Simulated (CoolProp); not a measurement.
Saturated liquid density (kg/m³) of n-heptane: the reference equation beside estimates from Tc = 268.1 °C, pc = 2.774 MPa, ω = 0.349. Rackett uses Z = 0.29056 − 0.08775 ω.

Model: reference Helmholtz-energy equation of state, Span 2003, in CoolProp. It is a short technical equation, of lower accuracy than the large ones.

| T (°C) | reference | Rackett | Redlich-Kwong | Soave-Redlich-Kwong | Peng-Robinson |
|---|---|---|---|---|---|
| -14.85 | 712.8 | 727.8 | 609.5 | 627.3 | 704.7 |
| -6.95 | 706.2 | 721.3 | 604.3 | 622.9 | 700.1 |
| 0.95 | 699.7 | 714.7 | 598.8 | 618.3 | 695.3 |
| 8.75 | 693.2 | 708.1 | 593.3 | 613.7 | 690.4 |
| 16.65 | 686.5 | 701.3 | 587.6 | 608.8 | 685.2 |
| 24.55 | 679.9 | 694.4 | 581.8 | 603.8 | 679.9 |
| 32.35 | 673.3 | 687.6 | 575.8 | 598.7 | 674.4 |
| 40.25 | 666.5 | 680.5 | 569.6 | 593.3 | 668.7 |
| 48.15 | 659.7 | 673.4 | 563.3 | 587.7 | 662.8 |
| 56.05 | 652.8 | 666.1 | 556.7 | 581.9 | 656.6 |
| 63.85 | 645.9 | 658.9 | 550.1 | 576.0 | 650.2 |

Absolute difference from the reference over all 11 rows, mean and median: Rackett 2.1 and 2.1 %, Redlich-Kwong 14.5 and 14.5 %, Soave-Redlich-Kwong 11.3 and 11.2 %, Peng-Robinson 0.5 and 0.5 %.
